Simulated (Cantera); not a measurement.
A Cantera script and what it prints.

```python
import numpy as np
import cantera as ct

gas_names = """
    H HO2 H2 H2O H2O2 O OH O2 O3 Si SiH SiH2 SiH3 SiH4 SiO SiO2 Si2 Si3
""".split()
cond_names = """
    H2O(s) H2O(L) Si(cr) Si(L) SiO2(Lqz) SiO2(hqz) SiO2(L)
""".split()


def load(file, names, dense=False):
    # The tables refer to 1 bar. Condensed volumes are neglected.
    table = {s.name: s for s in ct.Species.list_from_file(file)}
    out = []
    for n in names:
        d = dict(table[n].input_data)
        d["thermo"] = dict(d["thermo"], **{"reference-pressure": 1e5})
        if dense:
            d["equation-of-state"] = {"model": "constant-volume", "density": "1e6 g/cm^3"}
        out.append(ct.Species.from_dict(d))
    return out


gas = ct.Solution(thermo="ideal-gas", species=load("nasa_gas.yaml", gas_names))
cond = {s.name: ct.Solution(thermo="fixed-stoichiometry", species=[s], name=s.name)
        for s in load("nasa_condensed.yaml", cond_names, dense=True)}
atoms = {
    'Si2H6': {'Si': 2, 'H': 6},
    'O2': {'O': 2},
    'H2': {'H': 2},
}
top_T = {}  # K; cautious upper limits of use, not melting points


def equilibrate(T, P, feed):
    n = {}
    for name, mol in feed.items():
        for a, k in atoms[name].items():
            n[a] = n.get(a, 0.0) + k * mol
    gas.TPX = T, P, n
    mass = sum(n.values()) * gas.mean_molecular_weight
    gas.equilibrate("TP")
    valid = [c for c in cond.values() if c.min_temp <= T <= top_T.get(c.name, c.max_temp)]
    mix = ct.Mixture([(gas, mass / gas.mean_molecular_weight)] + [(c, 0.0) for c in valid])
    mix.T, mix.P = T, P
    mix.equilibrate("TP", solver="vcs", rtol=1e-11, max_steps=5000)
    return mix


results = []
feed = {'Si2H6': 1, 'O2': 0.28, 'H2': 8.7}  # mol
P = 13332.2  # Pa
for T in [1175, 1275, 1375, 1475, 1575, 1675, 1775, 1875, 1975]:
    mix = equilibrate(T, P, feed)
    results.append((T, P, feed, dict(zip(mix.species_names, mix.species_moles))))

top = {s: max(r[3][s] / sum(r[3][g] for g in gas_names) for r in results) for s in gas_names}
cols = sorted((s for s in top if top[s] > 1e-06), key=lambda s: -top[s])[:8]
seen = [c for c in cond_names if any(r[3].get(c, 0) > 1e-12 for r in results)]
print("log10 of partial pressures in bar; condensed amounts in mol")
print(f"{'T/K':>10s}" + "".join(f"{s[:9]:>10s}" for s in cols + seen))
for T, P, feed, n in results:
    ng = sum(n[g] for g in gas_names)
    print(f"{T:10.4g}" + "".join(f"{np.log10(max(n[s] / ng * P / 1e5, 1e-99)):10.3f}" for s in cols)
          + "".join(f"{n.get(c, 0):10.4g}" for c in seen))
```

Output:

```
log10 of partial pressures in bar; condensed amounts in mol
       T/K        H2       SiO         H        Si      SiH2       SiH       H2O       Si2    Si(cr)     Si(L) SiO2(hqz)
      1175    -0.875    -6.590    -7.349   -12.271    -9.024   -11.462    -8.300   -16.460      1.72         0      0.28
      1275    -0.875    -5.389    -6.570   -10.715    -8.182   -10.173    -7.593   -14.433      1.72         0    0.2798
      1375    -0.875    -4.367    -5.903    -9.387    -7.463    -9.074    -6.992   -12.704     1.718         0    0.2781
      1475    -0.876    -3.487    -5.325    -8.240    -6.843    -8.126    -6.475   -11.212     1.706         0    0.2656
      1575    -0.881    -2.722    -4.822    -7.241    -6.307    -7.303    -6.030    -9.913     1.635         0    0.1955
      1675    -0.896    -2.216    -4.383    -6.363    -5.845    -6.585    -5.814    -8.772      1.44         0         0
      1775    -0.896    -2.216    -3.986    -5.659    -5.497    -6.018    -5.983    -7.911         0      1.44         0
      1875    -0.896    -2.216    -3.632    -5.043    -5.200    -5.524    -6.122    -7.168         0     1.438         0
      1975    -0.897    -2.216    -3.312    -4.490    -4.934    -5.082    -6.246    -6.501         0     1.435         0
```

These are equilibrium values from Cantera (NASA tables, ideal gas, pure condensed phases), not measurements of a reactor. The feed counts by its element totals alone. Mutual solubility and eutectic melting of coexisting phases are not modelled. The tables hold silica as quartz up to 1696 K and as liquid above; real silica turns to tridymite and cristobalite and melts near 1996 K. Gases not in the tables: Si2H6 and higher silanes.
